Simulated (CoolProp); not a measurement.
Computed with CoolProp (reference Helmholtz-energy equation of state, Lemmon 2004). It is a short technical equation, of lower accuracy than the large ones.

Question: Give the vapour pressure (kPa), enthalpy of vaporisation (kJ/kg), liquid viscosity (µPa s), liquid conductivity (mW/(m K)) of saturated n-dodecane at 464.7, 509.4 K.

Answer: 
| T (K) | p (kPa) | enthalpy of vaporisation (kJ/kg) | liquid viscosity (µPa s) | liquid conductivity (mW/(m K)) |
|---|---|---|---|---|
| 464.7 | 54.1 | 271 | 234 | 99.9 |
| 509.4 | 159 | 243 | 167 | 91.2 |

Viscosity comes from a separate model (Huber 2004). Thermal conductivity comes from a separate model (Huber 2004).
